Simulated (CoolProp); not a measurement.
Aqueous potassium acetate as a coolant, 8 % by mass, freezing at -3.5 °C, 1 atm.

The numbers come from the Melinder's fits for secondary coolants in CoolProp.

| T (°C) | Prandtl number | cp (kJ/(kg K)) | viscosity (mPa s) | density (kg/m³) |
|---|---|---|---|---|
| 2.9 | ___ | 3.875 | ___ | 1045 |
| 8.5 | 11.5 | 3.878 | ___ | 1044 |
| 14.2 | 9.71 | 3.882 | 1.41 | 1043 |
| 19.8 | 8.31 | 3.886 | 1.22 | 1041 |
| 25.4 | 7.21 | ___ | 1.07 | 1040 |
| 31.1 | 6.30 | 3.895 | ___ | 1038 |

Problem. Some entries are withheld; supply them.

Solution. 
- 2.9, Prandtl number: 13.9
- 2.9, viscosity (mPa s): 1.96
- 8.5, viscosity (mPa s): 1.65
- 25.4, cp (kJ/(kg K)): 3.891
- 31.1, viscosity (mPa s): 0.951
